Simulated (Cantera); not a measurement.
Input: 1 mol toluene, 0.01 mol O₂, 13 mol H₂, 0.6 mol H₂O, at 827 °C and 75.0 Pa.

Cantera equilibrium calculation (NASA polynomials, part measured and part estimated; ideal gas, pure solids and liquids). Candidate condensed phases: C, C₆H₆, C₇H₈, C₈H₁₈, H₂O; 110 gas species. The numbers say what is thermodynamically allowed, not how fast it happens.

Base state: H₂ 0.966, CO 0.0340, CH₄ 2.51e-5 (mole fractions); condensed: C(graphite).

### Question
What changes in the equilibrium state with this change: temperature from 827 °C to 1527 °C?

### Answer
```csv
species,before,after
H₂,0.966,0.953
CO,0.0340,0.0338
H,9.28e-7,0.0128
C₂H₂ (acetylene),1.29e-8,0.000167
CH₄,2.51e-5,5.24e-7
"C(graphite), mol",6.38,6.37
```
